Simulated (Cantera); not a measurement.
A closed system holds: 1 mol SiC, 0.054 mol N₂O, 29 mol H₂, 0.00078 mol CH₄, equilibrated at 0.790 bar.

These are equilibrium values from Cantera (NASA tables, ideal gas, pure condensed phases), not measurements of a reactor. Candidate condensed phases: C, C₆H₆, C₇H₈, C₈H₁₈, H₂O, Si, SiC, SiO₂, Si₂N₂O, Si₃N₄; 151 gas species. Mutual solubility and eutectic melting of coexisting phases are not modelled. Gases not in the tables: Si₂H₆ and higher silanes. Kinetics and transport are ignored.

Which condensed phases are stable at each of these points (T (K)): 1023, 1173, 1323, 1473, 1623, 1773, 1923, 2073, 2223?


```csv
T (K),condensed phases,Si condensed (%)
1023,SiC(s) + Si₂N₂O(s),100.0
1173,SiC(s) + Si₂N₂O(s),100.0
1323,SiC(s) + Si₂N₂O(s),100.0
1473,SiC(s) + Si₂N₂O(s),100.0
1623,SiC(s) + Si₂N₂O(s),99.7
1773,SiC(s),97.2
1923,SiC(s),97.1
2073,SiC(s),96.8
2223,SiC(s),95.4
```

From 1023 K to 1623 K the condensed part is SiC(s) + Si₂N₂O(s). From 1773 K to 2223 K the condensed part is SiC(s).
